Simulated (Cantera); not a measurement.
A perfectly stirred reactor is fed with 8.47 % CH₄, 1.95 % CO, 14.9 % O₂, 74.7 % N₂, equivalence ratio 1.2, at 1.00 atm; it is adiabatic with a 375 K inlet, and is followed from long to short residence time, starting on the burning branch (τ in s: 0.07, 0.033, 0.015, 0.007, 0.0033, 0.0015, 0.0007, 0.00033, 0.00015, 7e-05, 3.3e-05, 1.5e-05, 7e-06).

Computed with Cantera and GRI-Mech 3.0 (53 species, 325 reactions).

**Question.** Predict: blow-out, bracketed by the residence times tried; x(CH₄) at τ = 70.0 ms; x(CO) at τ = 70.0 ms; x(O₂) at τ = 70.0 ms; x(H₂) at τ = 70.0 ms; x(CH₂CO) at τ = 70.0 ms; x(CH₄) at τ = 0.700 ms; x(CO) at τ = 0.700 ms; x(O₂) at τ = 0.700 ms; x(H₂) at τ = 0.700 ms; x(CH₂CO) at τ = 0.700 ms.

**Answer.** 
* **blow-out, bracketed by the residence times tried**: burning at 0.330 ms, out at 0.150 ms
* **x(CH₄) at τ = 70.0 ms**: 2.30e-5
* **x(CO) at τ = 70.0 ms**: 0.0388
* **x(O₂) at τ = 70.0 ms**: 0.000250
* **x(H₂) at τ = 70.0 ms**: 0.0204
* **x(CH₂CO) at τ = 70.0 ms**: 4.67e-8
* **x(CH₄) at τ = 0.700 ms**: 0.000364
* **x(CO) at τ = 0.700 ms**: 0.0434
* **x(O₂) at τ = 0.700 ms**: 0.00492
* **x(H₂) at τ = 0.700 ms**: 0.0218
* **x(CH₂CO) at τ = 0.700 ms**: 5.01e-7
